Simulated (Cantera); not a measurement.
A closed system holds: 1 mol TEOS, 0.2 mol H2O, 14 mol H2, held at 1375 K and 0.158 Torr.

Cantera equilibrium calculation (NASA polynomials, part measured and part estimated; ideal gas, pure solids and liquids). Candidate condensed phases: C, C6H6, C7H8, C8H18, H2O, Si, SiC, SiO2; 123 gas species. The feed counts by its element totals alone. Rates play no part.

Question: What is the equilibrium state?

Answer: 
```json
{
  "x(H2)": "0.852",
  "x(CO)": "0.148",
  "x(H)": "0.000218",
  "x(SiO)": "0.000163",
  "x(C2H2 (acetylene))": "1.51e-6",
  "n(C(graphite))": "2.81 mol",
  "n(SiC(s))": "0.995 mol",
  "gas_amount": "28.40 mol",
  "log10 activity of Si(s) (absent)": "-2.37"
}
```
